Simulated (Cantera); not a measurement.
## Stirred combustor or abatement burner

A perfectly stirred reactor is fed with H₂ : O₂ : N₂ = 1 : 0.385 : 1.45 (molar parts), equivalence ratio 1.3, at 1.00 atm; it is adiabatic with a 798 K inlet, and is followed from long to short residence time, starting on the burning branch (τ in s: 0.15, 0.069, 0.032, 0.015, 0.0067, 0.0031, 0.0014, 0.00066, 0.0003, 0.00014, 6.4e-05, 3e-05).

Detailed kinetics in Cantera: GRI-Mech 3.0 (53 species, 325 reactions).

```json
[
 {"τ (s)": "0.15", "T (K)": "2606", "x H₂": "0.0952", "x O₂": "0.000961", "x HO₂": "5.71e-7", "x H₂O": "0.297", "x N₂O": "7.55e-8"},
 {"τ (s)": "0.069", "T (K)": "2603", "x H₂": "0.0952", "x O₂": "0.000991", "x HO₂": "5.87e-7", "x H₂O": "0.297", "x N₂O": "7.43e-8"},
 {"τ (s)": "0.032", "T (K)": "2599", "x H₂": "0.0952", "x O₂": "0.00106", "x HO₂": "6.21e-7", "x H₂O": "0.296", "x N₂O": "7.20e-8"},
 {"τ (s)": "0.015", "T (K)": "2589", "x H₂": "0.0952", "x O₂": "0.00119", "x HO₂": "6.89e-7", "x H₂O": "0.295", "x N₂O": "6.78e-8"},
 {"τ (s)": "0.0067", "T (K)": "2569", "x H₂": "0.0952", "x O₂": "0.00148", "x HO₂": "8.37e-7", "x H₂O": "0.293", "x N₂O": "6.06e-8"},
 {"τ (s)": "0.0031", "T (K)": "2533", "x H₂": "0.0953", "x O₂": "0.00203", "x HO₂": "1.10e-6", "x H₂O": "0.290", "x N₂O": "5.14e-8"},
 {"τ (s)": "0.0014", "T (K)": "2468", "x H₂": "0.0957", "x O₂": "0.00306", "x HO₂": "1.55e-6", "x H₂O": "0.283", "x N₂O": "4.16e-8"},
 {"τ (s)": "0.00066", "T (K)": "2376", "x H₂": "0.0962", "x O₂": "0.00461", "x HO₂": "2.23e-6", "x H₂O": "0.275", "x N₂O": "3.44e-8"},
 {"τ (s)": "0.00030", "T (K)": "2247", "x H₂": "0.0966", "x O₂": "0.00687", "x HO₂": "3.35e-6", "x H₂O": "0.264", "x N₂O": "3.06e-8"},
 {"τ (s)": "0.00014", "T (K)": "2100", "x H₂": "0.0965", "x O₂": "0.00962", "x HO₂": "5.07e-6", "x H₂O": "0.253", "x N₂O": "2.98e-8"},
 {"τ (s)": "6.4e-5", "T (K)": "1933", "x H₂": "0.0959", "x O₂": "0.0131", "x HO₂": "7.85e-6", "x H₂O": "0.241", "x N₂O": "2.99e-8"},
 {"τ (s)": "3.0e-5", "T (K)": "1764", "x H₂": "0.0968", "x O₂": "0.0178", "x HO₂": "1.23e-5", "x H₂O": "0.228", "x N₂O": "2.92e-8"}
]
```
x: mole fraction; the columns are a selection and need not sum to one.
